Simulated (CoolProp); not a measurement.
Properties of n-perfluorohexane along the isobar 0.478 MPa.

Values from CoolProp's reference Helmholtz-energy equation of state, Gao 2022.

| T (K) | phase | density (kg/m³) | cp (kJ/(kg K)) | speed of sound (m/s) |
|---|---|---|---|---|
| 389.3 | gas | 61.48 | 0.9994 | 80.34 |
| 396.9 | gas | 59.16 | 1.001 | 82.84 |
| 404.5 | gas | 57.10 | 1.004 | 85.13 |
| 412.1 | gas | 55.25 | 1.008 | 87.24 |
| 419.7 | gas | 53.57 | 1.012 | 89.22 |
| 427.3 | gas | 52.03 | 1.017 | 91.07 |
| 434.8 | gas | 50.63 | 1.022 | 92.79 |
| 442.4 | gas | 49.31 | 1.027 | 94.46 |
| 450 | gas | 48.09 | 1.032 | 96.04 |
